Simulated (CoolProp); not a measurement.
The numbers come from the reference Helmholtz-energy equation of state, Lemmon 2006 in CoolProp. It is a short technical equation, of lower accuracy than the large ones.

### Question
For nitrous oxide, give the phase and the density (kg/m³), cp (kJ/(kg K)), cv (kJ/(kg K)), speed of sound (m/s) at 298.7 K and 80.8 bar; 351.1 K and 80.8 bar; 382.5 K and 80.8 bar.

### Answer
- 298.7 K and 80.8 bar: liquid; density 792, cp 2.77, cv 0.922, speed of sound 429
- 351.1 K and 80.8 bar: supercritical; density 174, cp 1.67, cv 0.853, speed of sound 246
- 382.5 K and 80.8 bar: supercritical; density 140, cp 1.35, cv 0.834, speed of sound 272
